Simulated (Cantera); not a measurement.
Feed: 1 mol SiH4, 0.057 mol C2H4, 490 mol H2, equilibrated at 2125 K and 1000 Pa.

These are equilibrium values from Cantera (NASA tables, ideal gas, pure condensed phases), not measurements of a reactor. Gases not in the tables: Si2H6 and higher silanes. Rates play no part.

```
species            before     after
----------------  -------  --------
H2                  0.962     0.988
H                  0.0356   0.00989
Si                0.00182   0.00128
SiH2              2.09e-5  0.000201
C2H2 (acetylene)  9.31e-5   1.24e-5
Si2               2.62e-6   1.72e-5
SiH               9.18e-5  0.000239
Si2C              2.43e-5   5.74e-5
SiC(s), mol             0    0.0706
```
Gas species are given as mole fractions.

Problem. What was changed between the two runs?
A. SiH4 replaced by Si(CH3)4
B. temperature from 2125 K to 1725 K
C. temperature from 2125 K to 1848.15 K
D. pressure from 1000 Pa to 13300 Pa

Solution. D, pressure from 1000 Pa to 13300 Pa
